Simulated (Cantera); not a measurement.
Hydrocarbon pyrolysis for carbon deposition

An isothermal, constant-pressure homogeneous reactor starts with 0.990 % CH₄, 99.0 % N₂, at 1700 K and 3.00 Torr.

Cantera simulation using GRI-Mech 3.0 (53 species, 325 reactions); the numbers are that mechanism's predictions, not measurements. GRI-Mech 3.0 stops at C3 and has no aromatics, soot or wall deposition, so with more carbon than oxygen in the feed, carbon stays in small species such as C2H2 where larger ones or solid carbon would form. Radical loss at walls, strong at low pressure, is not modelled.

```
t (s)        x CH₄     x CH₂    x C₂H₂      x H     x CH₃
--------  --------  --------  --------  -------  --------
9.00e-6    0.00990    <1e-12    <1e-12  3.85e-9   3.89e-9
4.90e-5    0.00990    <1e-12    <1e-12  2.04e-8   2.17e-8
0.000267   0.00990    <1e-12    <1e-12  9.73e-8   1.32e-7
0.00146    0.00990  9.86e-12    <1e-12  2.84e-7   9.68e-7
0.00794    0.00989  3.92e-10  1.60e-11  3.37e-7   6.48e-6
0.0433     0.00986   7.84e-9   1.71e-8  3.75e-7   3.67e-5
0.236      0.00959   1.51e-7   1.36e-5  1.63e-6  0.000193
1.28       0.00483   6.76e-7   0.00212  2.67e-5  0.000299
7.00      0.000507   2.63e-7   0.00461  7.29e-5   5.29e-5
```
x: mole fraction; the columns are a selection and need not sum to one.

Equilibrium at this temperature and pressure: CH₄ 1.45e-8, CH₂ 1.15e-10, C₂H₂ 0.000264, H 0.000283, CH₃ 5.71e-9 (gas phase only).
